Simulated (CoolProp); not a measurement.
Ethanol at several states: density (kg/m³) from the reference equation and from simpler models built on Tc = 241.6 °C, pc = 6268 kPa, ω = 0.644; each cubic takes its own stable root.

Computed with CoolProp (reference Helmholtz-energy equation of state, Schroeder 2014).

| T (°C) | p (kPa) | phase | reference | van der Waals | Soave-Redlich-Kwong | Peng-Robinson |
|---|---|---|---|---|---|---|
| 23.45 | 19.1 | liquid | ? | ? | 669.6 | ? |
| 323.05 | 2050 | gas | 20.04 | ? | ? | 20.47 |
| 234.55 | 699 | gas | 7.918 | ? | ? | ? |

### Question
What belongs in the gaps?

### Answer

- 23.45, reference: 786.4
- 23.45, van der Waals: 0.3580
- 23.45, Peng-Robinson: 752.8
- 323.05, van der Waals: 20.51
- 323.05, Soave-Redlich-Kwong: 20.25
- 234.55, van der Waals: 7.907
- 234.55, Soave-Redlich-Kwong: 7.957
- 234.55, Peng-Robinson: 7.993

At some of these states van der Waals gives the other phase, because its saturation line lies elsewhere.
